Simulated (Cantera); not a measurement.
Mixture: CH₄ : H₂ : O₂ : N₂ : H₂O = 1 : 0.74 : 2.37 : 16.4 : 0.6 (molar parts), equivalence ratio 1.0, at 4.93 atm, adiabatic and at constant pressure. Ignition delay is the time to a rise of 400 K.

Model: GRI-Mech 3.0 (53 species, 325 reactions), integrated in Cantera.

What does this change do: CH4 1 to 0.5 parts?


```tsv
quantity	before	after
delay at 1250 K	0.504 ms	0.220 ms
delay at 1400 K	0.168 ms	62.3 µs
delay at 1550 K	63.8 µs	25.4 µs
delay at 1700 K	27.2 µs	13.7 µs
delay at 1850 K	13.0 µs	9.39 µs
```
Where the delays flatten at high temperature, the 400 K rule measures the pace of heat release, not the induction time.
